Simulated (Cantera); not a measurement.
Low-pressure radical oxidation in H2/O2

An isothermal, constant-pressure homogeneous reactor starts with H₂ : O₂ : N₂ = 0.17 : 1 : 2.5 (molar parts), equivalence ratio 0.085, at 950 K and 20.0 Torr.

Detailed kinetics in Cantera: the H2/O2 subset of GRI-Mech 3.0, which has no nitrogen chemistry. Radical loss at walls, strong at low pressure, is not modelled. The temperature is held fixed by assumption; the heat of reaction is taken as removed at once.

| t (s) | x H₂ | x O₂ | x HO₂ | x H₂O | x OH | x O |
|---|---|---|---|---|---|---|
| 0.000100 | 0.0463 | 0.272 | 5.84e-12 | <1e-12 | <1e-12 | <1e-12 |
| 0.000335 | 0.0463 | 0.272 | 1.99e-11 | 7.72e-12 | 3.41e-12 | 7.13e-12 |
| 0.00112 | 0.0463 | 0.272 | 7.50e-11 | 2.27e-10 | 3.93e-11 | 1.05e-10 |
| 0.00376 | 0.0463 | 0.272 | 6.00e-9 | 1.43e-7 | 1.93e-8 | 5.29e-8 |
| 0.0126 | 0.00429 | 0.253 | 6.01e-6 | 0.0361 | 0.00124 | 0.00606 |
| 0.0422 | 0.000214 | 0.255 | 3.55e-6 | 0.0470 | 0.000191 | 0.000505 |
| 0.141 | 1.90e-5 | 0.255 | 8.56e-7 | 0.0474 | 4.25e-5 | 3.46e-5 |
| 0.474 | 1.81e-6 | 0.255 | 1.46e-7 | 0.0474 | 1.41e-5 | 3.61e-6 |
| 1.59 | 1.47e-7 | 0.255 | 2.49e-8 | 0.0474 | 5.47e-6 | 5.32e-7 |
| 5.32 | 1.55e-8 | 0.255 | 5.22e-9 | 0.0474 | 2.43e-6 | 1.06e-7 |
| 17.8 | 2.99e-9 | 0.255 | 1.31e-9 | 0.0474 | 1.19e-6 | 2.56e-8 |
| 59.7 | 7.37e-10 | 0.255 | 3.71e-10 | 0.0474 | 6.16e-7 | 6.86e-9 |
| 200 | 2.00e-10 | 0.255 | 1.30e-10 | 0.0474 | 3.27e-7 | 1.94e-9 |
x: mole fraction; the columns are a selection and need not sum to one.

Equilibrium at this temperature and pressure: H₂ 1.05e-11, O₂ 0.255, HO₂ 1.29e-10, H₂O 0.0474, OH 7.38e-8, O 9.90e-11 (gas phase only).
